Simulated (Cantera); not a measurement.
# Equilibrium for carbon deposition, reforming and gasification: C₆H₆ + O₂ + N₂

Feed: 1 mol C₆H₆, 0.026 mol O₂, 1.4 mol N₂, equilibrated at 1500 °C and 1.00 Torr.

Equilibrium computed with Cantera from the NASA thermochemical tables; the gas is ideal and each condensed phase is pure. Candidate condensed phases: C, C₆H₆, C₇H₈, C₈H₁₈, H₂O; 136 gas species. Equilibrium is a limit: real reactors are often held back by kinetics, nucleation or transport.

```yaml
x(H₂): 0.667
x(N₂): 0.312
x(CO): 0.0116
x(H): 0.00637
x(HCN): 0.00245
x(C₂H₂ (acetylene)): 9.35e-5
x(HNC): 8.76e-5
n(C(graphite)): 5.94 mol
gas_amount: 4.466 mol
```
